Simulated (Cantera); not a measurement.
Charge: 1 mol SiF₄, 8.8 mol N₂O, equilibrated at 1.30 mbar.

Method: chemical equilibrium by Gibbs-energy minimisation in Cantera with the NASA 1993 tables (ideal gas, pure condensed phases). Candidate condensed phases: Si, SiO₂, Si₂N₂O, Si₃N₄; 28 gas species. The numbers say what is thermodynamically allowed, not how fast it happens. All values below are at 823 K.

Base state: N₂ 0.620, O₂ 0.310, SiF₄ 0.0704 (mole fractions); condensed: gas only.

**Question.** What changes in the equilibrium state with this change: SiF₄ replaced by Si₂H₆?

**Answer.** 
| species | before | after |
|---|---|---|
| N₂ | 0.620 | 0.693 |
| H₂O | 0 | 0.236 |
| O₂ | 0.310 | 0.0709 |
| SiF₄ | 0.0704 | 0 |
| SiO₂(α-quartz), mol | 0 | 2.00 |
The feed counts by its element totals alone. Further candidate phases: H₂O.
